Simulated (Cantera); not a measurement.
Charge: 1 mol Si₃N₄, 0.12 mol CO₂, 360 mol N₂, held at 1600 K.

Method: chemical equilibrium by Gibbs-energy minimisation in Cantera with the NASA 1993 tables (ideal gas, pure condensed phases). Candidate condensed phases: C, Si, SiC, SiO₂, Si₂N₂O, Si₃N₄; 34 gas species. Mutual solubility and eutectic melting of coexisting phases are not modelled. Rates play no part.

Which condensed phases are stable at each of these points (P (Pa)): 0.100, 0.750, 5.60, 42, 320, 2400, 18000, 130000, 1000000?


| P (Pa) | condensed phases | Si condensed (%) |
|---|---|---|
| 0.100 | gas only | 0.0 |
| 0.750 | SiC(s) | 2.9 |
| 5.60 | Si(s) + SiC(s) | 70.4 |
| 42 | SiC(s) + Si₃N₄(s) | 90.1 |
| 320 | SiC(s) + Si₃N₄(s) | 95.7 |
| 2400 | Si₂N₂O(s) + Si₃N₄(s) | 99.0 |
| 18000 | Si₂N₂O(s) + Si₃N₄(s) | 99.9 |
| 130000 | Si₂N₂O(s) + Si₃N₄(s) | 100.0 |
| 1000000 | C(graphite) + Si₂N₂O(s) + Si₃N₄(s) | 100.0 |

At 0.000750 Torr nothing is condensed. At 0.00563 Torr the condensed part is SiC(s). At 0.0420 Torr the condensed part is Si(s) + SiC(s). From 0.315 Torr to 2.40 Torr the condensed part is SiC(s) + Si₃N₄(s). From 18.0 Torr to 975 Torr the condensed part is Si₂N₂O(s) + Si₃N₄(s). At 7500 Torr the condensed part is C(graphite) + Si₂N₂O(s) + Si₃N₄(s).
